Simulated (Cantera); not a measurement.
A closed system holds: 1 mol Si3N4, 0.53 mol NF3, 20 mol N2, at 923 K and 5.30e-5 bar.

These are equilibrium values from Cantera (NASA tables, ideal gas, pure condensed phases), not measurements of a reactor. Candidate condensed phases: Si, Si3N4; 16 gas species. The numbers say what is thermodynamically allowed, not how fast it happens.

Base state: N2 0.981, SiF4 0.0190 (mole fractions); condensed: Si3N4(s).

Question: What changes in the equilibrium state with this change: 1.3 mol NH3 added?

Answer: 
| species | before | after |
|---|---|---|
| N2 | 0.981 | 0.900 |
| H2 | 0 | 0.0828 |
| SiF4 | 0.0190 | 0.0168 |
| HF | 0 | 0.000158 |
| Si3N4(s), mol | 0.867 | 0.868 |
